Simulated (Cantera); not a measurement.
## Dilute partial oxidation

An isothermal, constant-pressure homogeneous reactor starts with CH2O : O2 : N2 = 0.0079 : 0.012 : 1 (molar parts), equivalence ratio 0.66, at 1150 K and 5.00 bar.

Cantera simulation using GRI-Mech 3.0 (53 species, 325 reactions); the numbers are that mechanism's predictions, not measurements.

```tsv
t (s)	x CH2O	x O2	x CH4	x OH	x CO	x CH2CO
0.000500	0.00671	0.0113	3.80e-10	5.62e-7	0.00103	1.11e-11
0.00169	1.14e-9	0.00809	2.25e-9	1.48e-5	0.00685	2.05e-11
0.00574	4.27e-11	0.00679	1.47e-10	2.09e-6	0.00536	<1e-12
0.0195	1.19e-11	0.00601	4.22e-12	1.22e-6	0.00396	<1e-12
0.0660	2.81e-12	0.00497	<1e-12	9.43e-7	0.00190	<1e-12
0.224	<1e-12	0.00421	<1e-12	5.22e-7	0.000382	<1e-12
0.758	<1e-12	0.00403	<1e-12	2.47e-7	3.11e-5	<1e-12
2.57	<1e-12	0.00402	<1e-12	2.27e-7	1.27e-7	<1e-12
8.71	<1e-12	0.00402	<1e-12	1.29e-7	3.43e-10	<1e-12
29.5	<1e-12	0.00402	<1e-12	1.02e-7	2.81e-10	<1e-12
100	<1e-12	0.00402	<1e-12	1.02e-7	2.81e-10	<1e-12
```
x: mole fraction; the columns are a selection and need not sum to one.

Equilibrium at this temperature and pressure: CH2O <1e-12, O2 0.00401, CH4 <1e-12, OH 1.02e-7, CO 2.81e-10, CH2CO <1e-12 (gas phase only).
